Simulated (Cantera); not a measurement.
A Cantera script and what it prints.

```python
import numpy as np
import cantera as ct

gas_names = [...]  # 87 gases of nasa_gas.yaml made of C, H, Si
cond_names = """
    C(gr) C6H6(L) C7H8(L) C8H18(L),n-octa Si(cr) Si(L) SiC(b)
""".split()


# ... load() reads the species with a 1 bar reference pressure and builds the phases ...
atoms = {
    'SiH4': {'Si': 1, 'H': 4},
    'C3H8': {'C': 3, 'H': 8},
    'H2': {'H': 2},
}
top_T = {'C(gr)': 4500, 'SiC(b)': 3050}  # K; cautious upper limits of use, not melting points


# ... equilibrate(T, P, feed) seeds the gas with the atoms and calls Mixture.equilibrate('TP', solver="vcs", rtol=1e-11, max_steps=5000) ...
results = []
feed = {'SiH4': 1, 'C3H8': 0.028, 'H2': 660}  # mol
T = 2200  # K
for P in [100, 320, 1000, 3200, 10000, 32000, 100000]:
    mix = equilibrate(T, P, feed)
    results.append((T, P, feed, dict(zip(mix.species_names, mix.species_moles))))

top = {s: max(r[3][s] / sum(r[3][g] for g in gas_names) for r in results) for s in gas_names}
cols = sorted((s for s in top if top[s] > 1e-05), key=lambda s: -top[s])[:7]
seen = [c for c in cond_names if any(r[3].get(c, 0) > 1e-12 for r in results)]
print("log10 of partial pressures in bar; condensed amounts in mol")
print(f"{'P/Pa':>10s}" + "".join(f"{s[:9]:>10s}" for s in cols + seen))
for T, P, feed, n in results:
    ng = sum(n[g] for g in gas_names)
    print(f"{P:10.4g}" + "".join(f"{np.log10(max(n[s] / ng * P / 1e5, 1e-99)):10.3f}" for s in cols)
          + "".join(f"{n.get(c, 0):10.4g}" for c in seen))
```

Output:

```
log10 of partial pressures in bar; condensed amounts in mol
      P/Pa        H2         H        Si      SiH2       SiH C2H2,acet      Si2C     Si(L)    SiC(b)
       100    -3.078    -3.788    -5.866    -9.036    -7.759    -7.267    -9.359         0         0
       320    -2.539    -3.519    -5.351    -7.982    -6.974    -6.747    -8.339         0         0
      1000    -2.025    -3.262    -4.859    -6.976    -6.226    -6.253    -7.365         0         0
      3200    -1.509    -3.004    -4.375    -5.977    -5.484    -5.774    -6.416         0         0
     1e+04    -1.008    -2.754    -3.932    -5.032    -4.790    -5.348    -5.566         0         0
   3.2e+04    -0.500    -2.499    -3.533    -4.125    -4.137    -4.972    -4.835         0         0
     1e+05    -0.003    -2.251    -3.433    -3.528    -3.789    -4.533    -4.665    0.4004    0.0095
```

These are equilibrium values from Cantera (NASA tables, ideal gas, pure condensed phases), not measurements of a reactor. Mutual solubility and eutectic melting of coexisting phases are not modelled. Gases not in the tables: Si2H6 and higher silanes.
